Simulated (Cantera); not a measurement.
Charge: 1 mol trisilylamine, 0.68 mol N2, 0.29 mol NH3, at 1875 K.

These are equilibrium values from Cantera (NASA tables, ideal gas, pure condensed phases), not measurements of a reactor. Candidate condensed phases: Si, Si3N4; 18 gas species. The feed counts by its element totals alone. Mutual solubility and eutectic melting of coexisting phases are not modelled. Gases not in the tables: Si2H6 and higher silanes. Rates play no part.

Question: What share of the Si ends up in condensed phases as a function of P (Pa), at 5, 26, 140, 710, 3700, 19000, 100000?

Answer: 
```csv
P (Pa),Si condensed (%),as
5,50.2,Si(l)
26,92.0,Si(l)
140,98.5,Si(l)
710,99.7,Si(l)
3700,99.9,Si(l)
19000,100.0,Si(l) + Si3N4(s)
100000,100.0,Si(l) + Si3N4(s)
```
